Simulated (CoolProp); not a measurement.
Nitrogen along the isotherm -167.15 °C: Z from the reference equation and from simpler models built on Tc = -147.0 °C, pc = 3.396 MPa, ω = 0.037; each cubic takes its own stable root.

Model: reference Helmholtz-energy equation of state, Span 2000, in CoolProp.

```json
[
 {"p (MPa)": "0.0268", "phase": "gas", "reference": "0.9956"},
 {"p (MPa)": "0.0611", "phase": "gas", "reference": "0.9900"},
 {"p (MPa)": "0.139", "phase": "gas", "reference": "0.9769"},
 {"p (MPa)": "0.316", "phase": "gas", "reference": "0.9461"},
 {"p (MPa)": "0.72", "phase": "gas", "reference": "0.8676"},
 {"p (MPa)": "1.64", "phase": "liquid", "reference": "0.07958"},
 {"p (MPa)": "3.73", "phase": "liquid", "reference": "0.1767"},
 {"p (MPa)": "8.49", "phase": "liquid", "reference": "0.3863"}
]
```

Task: How far does each simpler model (van der Waals, Soave-Redlich-Kwong) lie from the reference over these 8 states: mean and median of the absolute difference, and the worst?

Result: 
- van der Waals: mean 16.5 %, median 2.1 %, worst +47.7 % at -167.15 °C and 1.64 MPa
- Soave-Redlich-Kwong: mean 1.2 %, median 0.1 %, worst +4.9 % at -167.15 °C and 1.64 MPa
